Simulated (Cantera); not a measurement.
Charge: 1 mol FeS2, 0.44 mol H2S, 2.4 mol N2, at 0.0100 bar.

These are equilibrium values from Cantera (NASA tables, ideal gas, pure condensed phases), not measurements of a reactor. Candidate condensed phases: Fe, FeS, FeS2, S; 16 gas species. FeS: taken at fixed stoichiometry. Gases not in the tables: S3 to S7. Rates play no part. All values below are at 1273 K.

Base state: N2 0.690, S2 0.184, H2 0.0804, H2S 0.0457, SH 0.000680 (mole fractions); condensed: FeS(s).

What changes in the equilibrium state with this change: H2S from 0.44 to 1.8 mol?


| species | before | after |
|---|---|---|
| N2 | 0.690 | 0.456 |
| H2 | 0.0804 | 0.214 |
| S2 | 0.184 | 0.202 |
| H2S | 0.0457 | 0.127 |
| SH | 0.000680 | 0.00116 |
| FeS(s), mol | 1.00 | 1.00 |

What changes in the equilibrium state with this change: pressure from 0.0100 bar to 0.130 bar?


```tsv
species	before	after
N2	0.690	0.703
S2	0.184	0.168
H2S	0.0457	0.0852
H2	0.0804	0.0434
SH	0.000680	0.000478
FeS(s), mol	1.00	1.00
```
